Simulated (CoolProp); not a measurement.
Vapour-liquid equilibrium of dimethyl ether (1) + R236FA (2) at -37.75 °C; x and y are mole fractions of (1).

The numbers come from the multi-fluid Helmholtz-energy mixture model, Wu 2011 and Pan 2012; pair parameters Bell 2016 in CoolProp.

### Question
Give the bubble pressure and the first vapour's composition at x = 0.275, 0.65, 0.8. Is there an azeotrope?

### Answer
x = 0.275: 0.01983 MPa, y = 0.421; x = 0.65: 0.03430 MPa, y = 0.888; x = 0.8: 0.04355 MPa, y = 0.962. No azeotrope shows between x = 0.05 and 0.95.

The pair parameters rest on a limited set of measurements; away from them the model extrapolates.
